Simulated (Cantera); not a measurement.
A closed system holds: 1 mol Si3N4, 0.0044 mol C, 0.5 mol N2, at 2075 °C and 4.70 Pa.

Cantera equilibrium calculation (NASA polynomials, part measured and part estimated; ideal gas, pure solids and liquids). Candidate condensed phases: C, Si, SiC, Si3N4; 20 gas species. The tables' values for SiN are old estimates; treat these amounts as uncertain. Kinetics and transport are ignored.

Question: What is the equilibrium state?

Answer: 
| Item | Value |
|---|---|
| x(Si) | 0.544 |
| x(N2) | 0.455 |
| x(SiN) | 0.000324 |
| x(Si2C) | 0.000265 |
| x(Si2) | 0.000207 |
| x(SiC2) | 0.000194 |
| x(CN) | 0.000124 |
| x(C) | 1.80e-5 |
| x(N) | 6.43e-6 |
| gas amount | 5.497 mol |
| log10 activity of C(graphite) (absent) | -1.33 |
| log10 activity of Si(l) (absent) | -1.74 |
